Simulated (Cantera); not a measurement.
Mixture: CH4 : CO : O2 : N2 = 1 : 0.043 : 1.84 : 6.91 (molar parts), at 0.590 bar, adiabatic and at constant pressure. Ignition delay is the time to a rise of 400 K.

Computed with Cantera and GRI-Mech 3.0 (53 species, 325 reactions).

### Question
What does this change do: constant volume in place of constant pressure?

### Answer
```tsv
quantity	before	after
delay at 1125 K	0.246 s	0.236 s
delay at 1225 K	53.4 ms	50.8 ms
delay at 1325 K	13.6 ms	12.9 ms
delay at 1425 K	4.04 ms	3.83 ms
delay at 1525 K	1.43 ms	1.36 ms
apparent activation energy between 1475 and 1575 K	180 kJ/mol	180 kJ/mol
```

### Question
What does this change do: pressure from 0.590 bar to 0.350 bar?

### Answer
```json
[
 {"quantity": "delay at 1125 K", "before": "0.246 s", "after": "0.378 s"},
 {"quantity": "delay at 1225 K", "before": "53.4 ms", "after": "79.2 ms"},
 {"quantity": "delay at 1325 K", "before": "13.6 ms", "after": "19.8 ms"},
 {"quantity": "delay at 1425 K", "before": "4.04 ms", "after": "5.93 ms"},
 {"quantity": "delay at 1525 K", "before": "1.43 ms", "after": "2.16 ms"},
 {"quantity": "apparent activation energy between 1475 and 1575 K", "before": "180 kJ/mol", "after": "180 kJ/mol"}
]
```
